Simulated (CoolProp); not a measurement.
Computed with CoolProp (reference Helmholtz-energy equation of state, Lemmon 2006). It is a short technical equation, of lower accuracy than the large ones.

**Question.** For C3F8 (R218), give the phase and the speed of sound (m/s), Prandtl number at 287.5 K and 0.00417 MPa; 287.5 K and 0.255 MPa.

**Answer.** 
- 287.5 K and 0.00417 MPa: gas; speed of sound 116, Prandtl number 0.792
- 287.5 K and 0.255 MPa: gas; speed of sound 110, Prandtl number 0.808

Viscosity comes from a separate model (Huber 2003), an estimate that may be off by 10 % or more. Thermal conductivity comes from a separate model (Huber 2003), an estimate that may be off by 10 % or more.
